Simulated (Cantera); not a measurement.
A perfectly stirred reactor is fed with CH4 : H2 : O2 : N2 = 1 : 0.54 : 2.27 : 8.54 (molar parts), at 1000000 Pa; it is adiabatic with a 748 K inlet, and is followed from long to short residence time, starting on the burning branch (τ in s: 0.039, 0.019, 0.0096, 0.0048, 0.0024, 0.0012, 0.00058, 0.00029, 0.00014, 7.1e-05, 3.5e-05, 1.8e-05, 8.7e-06).

Computed with Cantera and GRI-Mech 3.0 (53 species, 325 reactions).

**Question.** Predict: blow-out, bracketed by the residence times tried; x(CH4) at τ = 39.0 ms; x(H2) at τ = 39.0 ms; x(O2) at τ = 39.0 ms; x(O) at τ = 39.0 ms; x(CH4) at τ = 0.580 ms; x(H2) at τ = 0.580 ms; x(O2) at τ = 0.580 ms; x(O) at τ = 0.580 ms; x(CH2CO) at τ = 0.580 ms.

**Answer.** 
```
Property                                                                           Value
------------------------------------------------  --------------------------------------
blow-out, bracketed by the residence times tried  burning at 8.70 µs, the shortest tried
x(CH4) at τ = 39.0 ms                                                            5.44e-7
x(H2) at τ = 39.0 ms                                                             0.00583
x(O2) at τ = 39.0 ms                                                             0.00609
x(O) at τ = 39.0 ms                                                             0.000433
x(CH4) at τ = 0.580 ms                                                           2.73e-5
x(H2) at τ = 0.580 ms                                                            0.00705
x(O2) at τ = 0.580 ms                                                            0.00906
x(O) at τ = 0.580 ms                                                            0.000674
x(CH2CO) at τ = 0.580 ms                                                         2.71e-8
```
